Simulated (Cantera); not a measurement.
Feed: 1 mol C₂H₅OH, 1.1 mol NH₃, at 10.0 mbar.

Equilibrium computed with Cantera from the NASA thermochemical tables; the gas is ideal and each condensed phase is pure. Candidate condensed phases: C, C₆H₆, C₇H₈, C₈H₁₈, H₂O; 136 gas species. Kinetics and transport are ignored.

x: gas mole fraction; n: condensed amount in mol.

```
T (K)   x H₂   x CO    x N₂      x H    x HCN  n C(graphite)
-----  -----  -----  ------  -------  -------  -------------
1900   0.742  0.161  0.0871  0.00684  0.00248          0.980
1950   0.739  0.160  0.0867  0.00986  0.00305          0.975
2000   0.735  0.160  0.0861        …        …          0.968
2050   0.730  0.160  0.0855   0.0194  0.00446          0.961
2100   0.723  0.159  0.0847        …        …          0.951
2150   0.714  0.158  0.0838   0.0356  0.00624          0.940
2200   0.703  0.157  0.0827   0.0472  0.00726          0.927
2250   0.689  0.156  0.0814   0.0617  0.00836          0.912
2300   0.672  0.155  0.0800   0.0794  0.00953          0.895
```

Task: What belongs in the gaps?

Result: 
- 2100, x H: 0.0265
- 2100, x HCN: 0.00531
- 2000, x H: 0.0139
- 2000, x HCN: 0.00371
